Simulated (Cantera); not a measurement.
Feed: 1 mol CCl₄, 0.24 mol HCl, 0.54 mol H₂, equilibrated at 2277 °C and 2.20 mbar.

Equilibrium computed with Cantera from the NASA thermochemical tables; the gas is ideal and each condensed phase is pure. Candidate condensed phases: C, C₆H₆, C₇H₈, C₈H₁₈; 91 gas species. Kinetics and transport are ignored.

Base state: Cl 0.730, HCl 0.180, H 0.0766, H₂ 0.0133, C₃ 0.000484, C₂H₂ (acetylene) 0.000176, C 0.000148, C₂H 8.11e-5 (mole fractions); condensed: C(graphite).

**Question.** What changes in the equilibrium state with this change: H₂ from 0.54 to 9.3 mol?

**Answer.** 
```csv
species,before,after
H,0.0766,0.385
H₂,0.0133,0.335
HCl,0.180,0.151
Cl,0.730,0.122
Cl₂,7.85e-5,2.21e-6
C₄H₂,9.70e-7,2.45e-5
C₂H₂ (acetylene),0.000176,0.00446
"C(graphite), mol",0.989,0.820
```

**Question.** What changes in the equilibrium state with this change: CCl₄ replaced by CF₄?

**Answer.** 
```json
[
 {"species": "F", "before": "0", "after": "0.540"},
 {"species": "HF", "before": "0", "after": "0.326"},
 {"species": "Cl", "before": "0.730", "after": "0.0594"},
 {"species": "CF₂", "before": "0", "after": "0.0518"},
 {"species": "CF", "before": "0", "after": "0.0205"},
 {"species": "H₂", "before": "0.0133", "after": "9.10e-7"},
 {"species": "HCl", "before": "0.180", "after": "0.000121"},
 {"species": "H", "before": "0.0766", "after": "0.000634"},
 {"species": "CF₃", "before": "0", "after": "0.000122"},
 {"species": "CF₄", "before": "0", "after": "3.97e-5"},
 {"species": "C₂H₂ (acetylene)", "before": "0.000176", "after": "1.21e-8"},
 {"species": "C₂HCl", "before": "2.96e-5", "after": "2.00e-8"},
 {"species": "Cl₂", "before": "7.85e-5", "after": "5.20e-7"},
 {"species": "C(graphite), mol", "before": "0.989", "after": "0.701"}
]
```
